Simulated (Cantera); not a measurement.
A closed system holds: 1 mol SiHCl₃, 31 mol NH₃, 40 mol H₂, 2.6 mol N₂, held at 1000 Pa.

Equilibrium computed with Cantera from the NASA thermochemical tables; the gas is ideal and each condensed phase is pure. Candidate condensed phases: NH₄Cl, Si, Si₃N₄; 28 gas species. Gases not in the tables: Si₂H₆ and higher silanes. The numbers say what is thermodynamically allowed, not how fast it happens.

Task: What share of the Si ends up in condensed phases as a function of T (K), at 1275, 1375, 1475, 1575, 1675, 1775, 1875?

Result: 
```tsv
T (K)	Si condensed (%)	as
1275	99.9	Si₃N₄(s)
1375	99.5	Si₃N₄(s)
1475	97.8	Si₃N₄(s)
1575	92.2	Si₃N₄(s)
1675	78.8	Si₃N₄(s)
1775	72.6	Si(l)
1875	65.6	Si(l)
```
